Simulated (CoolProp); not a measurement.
Ethanol along the isobar 36 MPa: fugacity coefficient from the reference equation and from simpler models built on Tc = 241.6 °C, pc = 6.268 MPa, ω = 0.644; each cubic takes its own stable root.

Values from CoolProp's reference Helmholtz-energy equation of state, Schroeder 2014.

```tsv
T (°C)	phase	reference	Redlich-Kwong	Soave-Redlich-Kwong	Peng-Robinson
169.05	liquid	0.07013	0.1266	0.08195	0.07372
175.65	liquid	0.07967	0.1364	0.09297	0.08354
182.25	liquid	0.09000	0.1466	0.1049	0.09413
188.85	liquid	0.1011	0.1570	0.1176	0.1055
195.45	liquid	0.1130	0.1678	0.1313	0.1177
202.05	liquid	0.1257	0.1788	0.1458	0.1306
208.65	liquid	0.1391	0.1900	0.1611	0.1442
215.25	liquid	0.1532	0.2015	0.1773	0.1586
221.85	liquid	0.1680	0.2131	0.1942	0.1737
228.45	liquid	0.1835	0.2250	0.2119	0.1895
235.05	liquid	0.1997	0.2370	0.2302	0.2058
241.65	supercritical	0.2164	0.2491	0.2492	0.2228
248.25	supercritical	0.2336	0.2613	0.2687	0.2403
254.85	supercritical	0.2513	0.2737	0.2888	0.2582
261.45	supercritical	0.2695	0.2861	0.3094	0.2767
268.05	supercritical	0.2880	0.2986	0.3303	0.2954
```
